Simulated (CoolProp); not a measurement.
Properties of dry air along the isobar 0.101 MPa.

The numbers come from the reference Helmholtz-energy equation of state, Lemmon 2000 in CoolProp. It is a pseudo-pure fit of the blend.

| T (°C) | phase | cp (kJ/(kg K)) | cv (kJ/(kg K)) |
|---|---|---|---|
| -179.25 | gas | 1.050 | 0.7325 |
| -161.75 | gas | 1.028 | 0.7232 |
| -144.25 | gas | 1.018 | ___ |
| -126.85 | gas | ___ | 0.7178 |
| -109.35 | gas | ___ | 0.7169 |
| -91.85 | gas | 1.008 | 0.7164 |
| -74.45 | gas | ___ | 0.7162 |
| -56.95 | gas | 1.006 | 0.7161 |

Q: Some entries are withheld; supply them.

A: 
- -144.25, cv (kJ/(kg K)): 0.7195
- -126.85, cp (kJ/(kg K)): 1.013
- -109.35, cp (kJ/(kg K)): 1.010
- -74.45, cp (kJ/(kg K)): 1.007
